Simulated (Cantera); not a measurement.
Charge: 1 mol Al2O3, 39 mol H2, held at 1098 K and 1 atm.

Cantera equilibrium calculation (NASA polynomials, part measured and part estimated; ideal gas, pure solids and liquids). Candidate condensed phases: Al, Al2O3, H2O; 19 gas species. Kinetics and transport are ignored.

Base state: H2 1.00 (mole fractions); condensed: Al2O3(s).

Q: What changes in the equilibrium state with this change: temperature from 1098 K to 1975 K?

A: 
| species | before | after |
|---|---|---|
| H2 | 1.00 | 0.999 |
| H | 2.46e-8 | 0.00136 |
| H2O | <1e-9 | 8.29e-5 |
| Al | <1e-9 | 2.86e-5 |
| Al2O | <1e-9 | 1.26e-5 |
| Al2O3(s), mol | 1.00 | 0.999 |
